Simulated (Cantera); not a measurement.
# CuO + CO + H2 (carbothermic reduction)

Input: 1 mol CuO, 6.7 mol CO, 5.3 mol H2, at 0.100 bar.

Method: chemical equilibrium by Gibbs-energy minimisation in Cantera with the NASA 1993 tables (ideal gas, pure condensed phases). Candidate condensed phases: C, C6H6, C7H8, C8H18, Cu, CuO, Cu(OH)2, Cu2O, H2O; 113 gas species. Equilibrium is a limit: real reactors are often held back by kinetics, nucleation or transport.

At 600 °C the condensed part is C(graphite) + Cu(s). From 800 °C to 1000 °C the condensed part is Cu(s). From 1200 °C to 1600 °C the condensed part is Cu(l). At 1800 °C nothing is condensed.

| T (°C) | x CO | x H2 | x CO2 | x Cu | x H2O | x CH4 | x H | n C(graphite) | n Cu(s) | n Cu(l) |
|---|---|---|---|---|---|---|---|---|---|---|
| 600 | 0.362 | 0.418 | 0.149 | <1e-12 | 0.0643 | 0.00783 | 9.56e-11 | 1.18 | 1.00 | 0 |
| 800 | 0.510 | 0.406 | 0.0481 | 2.38e-9 | 0.0353 | 5.78e-5 | 2.82e-8 | 0 | 1.00 | 0 |
| 1000 | 0.521 | 0.395 | 0.0370 | 8.24e-7 | 0.0464 | 7.76e-7 | 1.42e-6 | 0 | 1.000 | 0 |
| 1200 | 0.529 | 0.388 | 0.0296 | 5.17e-5 | 0.0537 | 3.53e-8 | 2.49e-5 | 0 | 0 | 0.999 |
| 1400 | 0.533 | 0.382 | 0.0247 | 0.00111 | 0.0586 | 3.48e-9 | 0.000223 | 0 | 0 | 0.987 |
| 1600 | 0.530 | 0.374 | 0.0211 | 0.0122 | 0.0612 | 5.58e-10 | 0.00125 | 0 | 0 | 0.851 |
| 1800 | 0.497 | 0.345 | 0.0176 | 0.0760 | 0.0591 | 1.08e-10 | 0.00489 | 0 | 0 | 0 |
x: gas mole fraction; n: condensed amount in mol.
